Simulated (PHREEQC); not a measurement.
A solution holds 43 mmol/kgw HF, 18 mmol/kgw NaF and 0.052 mmol/kgw HCl, at 20 °C. Closed to the air; pH follows from the charge balance.

Equilibrium calculation in PHREEQC: ion-association model, phreeqc.dat.

| Property | Value |
|---|---|
| pH | 2.73 |
| ionic strength | 0.0200 mol/kgw |
| total alkalinity | -43.0 meq/kg |

| species | molality | activity | log γ |
|---|---|---|---|
| HF | 0.0385 | 0.0387 | 0.002 |
| Na+ | 0.0179 | 0.0156 | -0.058 |
| F- | 0.0174 | 0.0151 | -0.061 |
| HF2- | 0.00247 | 0.00215 | -0.060 |
| H+ | 0.00209 | 0.00186 | -0.050 |
| NaF | 0.000135 | 0.000136 | 0.002 |
| Cl- | 5.20e-5 | 4.52e-5 | -0.061 |

No solid was allowed to form.
